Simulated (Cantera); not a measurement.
A freely propagating, adiabatic, planar premixed flame of CH₄ : O₂ : N₂ = 1 : 1.67 : 6.27 (molar parts), unburnt at 575 K and 1.01 bar; unity-Lewis-number transport, grid criteria slope 0.08 and curve 0.16, no radiation.

Cantera simulation using GRI-Mech 3.0 (53 species, 325 reactions); the numbers are that mechanism's predictions, not measurements. Unity Lewis numbers drop preferential diffusion, which matters most where H2 and H carry the flame. Burning velocities carry a grid error of a few per cent, more on coarse grids.

### Question
Predict: laminar burning velocity; thermal thickness; peak x(HCN); peak x(HCO); peak x(H).

### Answer
- laminar burning velocity: 70.8 cm/s
- thermal thickness: 0.438 mm
- peak x(HCN): 1.71e-5
- peak x(HCO): 4.83e-5
- peak x(H): 0.0129
